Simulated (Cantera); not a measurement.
An isothermal, constant-pressure homogeneous reactor starts with N₂O : O₂ : N₂ = 1 : 0.18 : 0.071 (molar parts), at 1325 K and 3100 Pa.

Computed with Cantera and GRI-Mech 3.0 (53 species, 325 reactions). GRI-Mech 3.0 was tuned for natural gas; its chemistry of N2O as a main component is partial and can be far from experiment. Radical loss at walls, strong at low pressure, is not modelled. The mechanism lacks the step 2 NO + O2 → 2 NO2, which can matter for NO2 below about 1400 K. The temperature is held fixed by assumption; the heat of reaction is taken as removed at once.

Q: Predict: x(N₂O) at 100 s; x(O₂) at 100 s; x(N₂) at 100 s; x(O) at 100 s; x(NO₂) at 100 s; x(NO) at 100 s.

A: 
```
Item                                               Result
---------------  ----------------------------------------
x(N₂O) at 100 s   1.13e-5 (gas-phase equilibrium 5.68e-9)
x(O₂) at 100 s        0.344 (gas-phase equilibrium 0.388)
x(N₂) at 100 s        0.567 (gas-phase equilibrium 0.611)
x(O) at 100 s     9.34e-7 (gas-phase equilibrium 9.81e-7)
x(NO₂) at 100 s  0.000194 (gas-phase equilibrium 1.31e-6)
x(NO) at 100 s    0.0889 (gas-phase equilibrium 0.000559)
```
